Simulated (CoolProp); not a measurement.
R1233zd(E) along the isotherm 176.85 °C: Z from the reference equation and from simpler models built on Tc = 165.7 °C, pc = 3583 kPa, ω = 0.304; each cubic takes its own stable root.

Computed with CoolProp (reference Helmholtz-energy equation of state, Akasaka 2022).

```csv
p (kPa),phase,reference
28.3,gas,0.9974
44.1,gas,0.9960
68.7,gas,0.9937
107,gas,0.9902
166,gas,0.9847
259,gas,0.9761
404,gas,0.9624
629,gas,0.9406
979,gas,0.9056
1520,gas,0.8479
2370,gas,0.7452
3690,supercritical,0.5161
5750,supercritical,0.2704
8960,supercritical,0.3681
```

Question: How far does each simpler model (van der Waals, Soave-Redlich-Kwong, Peng-Robinson) lie from the reference over these 14 states: mean and median of the absolute difference, and the worst?

Answer: 
- van der Waals: mean 6.5 %, median 0.7 %, worst +39.1 % at 176.85 °C and 8960 kPa
- Soave-Redlich-Kwong: mean 3.3 %, median 0.2 %, worst +21.9 % at 176.85 °C and 5750 kPa
- Peng-Robinson: mean 1.5 %, median 0.3 %, worst +10.9 % at 176.85 °C and 5750 kPa
